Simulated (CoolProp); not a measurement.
Saturation properties of chlorine.

Values from CoolProp's reference Helmholtz-energy equation of state, Thol 2021.

```csv
T (K),p (MPa),liquid density (kg/m³),vapour density (kg/m³),enthalpy of vaporisation (kJ/kg),liquid cp (kJ/(kg K))
200.6,0.01272,1668,(withheld),307.7,0.9392
229.2,(withheld),1591,2.421,292.5,0.9385
257.9,0.2161,(withheld),7.482,275.9,0.9494
286.5,0.5578,1428,18.16,256.7,(withheld)
315.1,1.197,1338,37.79,233.8,1.025
343.8,2.251,1236,71.47,205.3,1.112
372.4,3.828,1113,(withheld),168.3,1.298
401.1,6.062,935.5,241.1,112.5,2.085
```

**Question.** Complete the blanks.

**Answer.** 
- 200.6, vapour density (kg/m³): 0.5437
- 229.2, p (MPa): 0.06384
- 257.9, liquid density (kg/m³): 1511
- 286.5, liquid cp (kJ/(kg K)): 0.9762
- 372.4, vapour density (kg/m³): 128.5

It boils at 239.2 K under 1 atm.
